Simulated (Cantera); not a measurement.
**Transport properties of process gases**

Gas mixture: 100 % N2O, at 4.93 atm, frozen composition.

Cantera's kinetic-theory transport with the Lennard-Jones parameters of GRI-Mech 3.0, ideal gas; thermal conductivity in the mixture-averaged form. The composition is frozen, though it would react at the higher temperatures.

```csv
T (K),ρ (kg/m³),cp (J/kg/K),μ (µPa s),λ (mW/m/K),Pr,D (cm²/s) H,D (cm²/s) CH4,D (cm²/s) NO
400,6.62,970.3,19.5,25.5,0.741,0.336,0.0589,0.0523
500,5.29,1043,23.6,33.2,0.740,0.503,0.0881,0.0777
600,4.41,1101,27.3,40.7,0.739,0.695,0.122,0.107
700,3.78,1150,30.8,47.9,0.739,0.909,0.159,0.139
800,3.31,1192,34.0,54.9,0.739,1.15,0.200,0.175
900,2.94,1227,37.1,61.5,0.740,1.40,0.245,0.213
1000,2.65,1255,40.0,68.0,0.739,1.68,0.293,0.255
1100,2.41,1275,42.8,74.1,0.736,1.97,0.345,0.299
1200,2.21,1294,45.5,80.1,0.735,2.28,0.399,0.346
```
D: mixture-averaged diffusion coefficient of that species in the mixture.
